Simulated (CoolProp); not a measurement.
The fluid at 293.15 K and 0.155 MPa (gas) is heated at constant pressure to 339.4 K. The same conditions are run with several fluids, on thermodynamics alone (safety and materials aside).

The numbers come from the reference Helmholtz-energy equation of state of each fluid (methane: Setzmann 1991; isobutene: Lemmon 2005; R227EA: Lemmon 2016; fluoroethane (R161): Wu 2012; normal hydrogen: Leachman 2009) in CoolProp.

```csv
fluid,heat (kJ/kg),final density (kg/m³)
methane,105,0.883
isobutene,79.1,3.17
R227EA,39.1,9.59
fluoroethane (R161),61.1,2.68
normal hydrogen,664,0.111
```
